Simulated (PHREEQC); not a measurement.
Dissolve 0.022 mol/kgw HF and 0.062 mol/kgw NH4HF2 at 20 °C. Closed to the air; pH follows from the charge balance.

Model: ion-association model, wateq4f.dat, run in PHREEQC.

```json
[
 {"quantity": "pH", "before": "3.02", "after": "3.28"},
 {"quantity": "ionic strength (mol/kgw)", "before": "0.0631", "after": "0.0841"},
 {"quantity": "HF (mol/kgw)", "before": "0.0539", "after": "0.0401"},
 {"quantity": "F- (mol/kgw)", "before": "0.0525", "after": "0.0731"},
 {"quantity": "HF2- (mol/kgw)", "before": "0.0106", "after": "0.0110"},
 {"quantity": "H2F2 (mol/kgw)", "before": "0.00919", "after": "0.00511"}
]
```

Q: Name the change that produced these shifts.
(A) temperature from 20 to 75 °C
(B) temperature from 20 to 70 °C
(C) HF replaced by NaF at the same molality
(D) 0.0013 mol/kgw CsCl added
(E) 0.019 mol/kgw CO2 added

A: C, HF replaced by NaF at the same molality

This is a speciation only: nothing precipitates in the calculation. wateq4f.dat counts part of the HF as a dimer, H2F2, which phreeqc.dat doesn't know; its constant is uncertain.
